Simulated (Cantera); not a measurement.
Mixture: 19.2 % CO, 2.50 % H₂, 16.4 % O₂, 61.9 % N₂, equivalence ratio 0.66, at 30.0 bar, adiabatic and at constant pressure. Ignition delay is the time to a rise of 400 K.

Computed with Cantera and GRI-Mech 3.0 (53 species, 325 reactions). The hydrogen kinetics of GRI-Mech 3.0 are dated; newer H2 mechanisms differ, most at raised pressure. The pressure lies above the range GRI-Mech 3.0 was tuned for (to about 10 atm). Below about 950 K walls govern HO2 and H2O2 in real vessels.

Question: Predict: delay at 900 K; delay at 950 K; delay at 1000 K; delay at 1050 K; delay at 1100 K; delay at 1150 K; delay at 1200 K; apparent activation energy between 1100 and 1200 K.

Answer: 
| Item | Value |
|---|---|
| delay at 900 K | 48.0 ms |
| delay at 950 K | 12.8 ms |
| delay at 1000 K | 3.86 ms |
| delay at 1050 K | 1.31 ms |
| delay at 1100 K | 0.489 ms |
| delay at 1150 K | 0.198 ms |
| delay at 1200 K | 85.9 µs |
| apparent activation energy between 1100 and 1200 K | 190 kJ/mol |
